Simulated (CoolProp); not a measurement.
Values from CoolProp's reference Helmholtz-energy equation of state, Lemmon 2013.

For propylene, give the phase and the density (kg/m³), cp (kJ/(kg K)), expansivity (1/kK), conductivity (mW/(m K)) at 321.5 K and 66.1 bar; 373.6 K and 66.1 bar; 386.6 K and 66.1 bar.


- 321.5 K and 66.1 bar: liquid; density 484, cp 2.74, expansivity 3.70, conductivity 106
- 373.6 K and 66.1 bar: supercritical; density 340, cp 4.78, expansivity 15.7, conductivity 77.7
- 386.6 K and 66.1 bar: supercritical; density 243, cp 7.30, expansivity 35.7, conductivity 68.2

Thermal conductivity comes from a separate model (Huber 2003), an estimate that may be off by 10 % or more.
